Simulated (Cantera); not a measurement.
Charge: 1 mol BCl3, 1.1 mol N2, equilibrated at 1500 K and 0.0190 bar.

Method: chemical equilibrium by Gibbs-energy minimisation in Cantera with the NASA 1993 tables (ideal gas, pure condensed phases). Candidate condensed phases: B, BN; 10 gas species. The tables' values for BCl2, BCl are old estimates; treat these amounts as uncertain. Kinetics and transport are ignored.

Base state: N2 0.523, BCl3 0.475, Cl 0.00114, BCl2 0.000495, BCl 1.38e-5 (mole fractions); condensed: BN(s).

Task: What changes in the equilibrium state with this change: pressure from 0.0190 bar to 0.133 bar?

Result: 
```csv
species,before,after
N2,0.523,0.524
BCl3,0.475,0.476
Cl,0.00114,0.000429
BCl,1.38e-5,1.97e-6
BCl2,0.000495,0.000187
"BN(s), mol",0.000440,0.000177
```
The tables' values for BCl2 are old estimates; treat these amounts as uncertain.
